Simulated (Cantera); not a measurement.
# Equilibrium for silicon epitaxy and polysilicon growth: SiH₂Cl₂ + N₂

A closed system holds: 1 mol SiH₂Cl₂, 160 mol N₂, equilibrated at 1648.15 K and 3.80 mbar.

Method: chemical equilibrium by Gibbs-energy minimisation in Cantera with the NASA 1993 tables (ideal gas, pure condensed phases). Candidate condensed phases: NH₄Cl, Si, Si₃N₄; 28 gas species. The tables' values for SiCl, SiCl₃ are old estimates; treat these amounts as uncertain. Rates play no part.

| Item | Result |
|---|---|
| x(N₂) | 0.988 |
| x(H₂) | 0.00417 |
| x(SiCl₂) | 0.00415 |
| x(HCl) | 0.00392 |
| x(H) | 9.34e-5 |
| x(Cl) | 6.89e-5 |
| x(Si) | 2.15e-5 |
| x(SiCl) | 1.87e-5 |
| x(SiCl₃) | 1.63e-5 |
| n(Si₃N₄(s)) | 0.106 mol |
| gas amount | 161.8 mol |
| log10 activity of Si(s) (absent) | -0.50 |
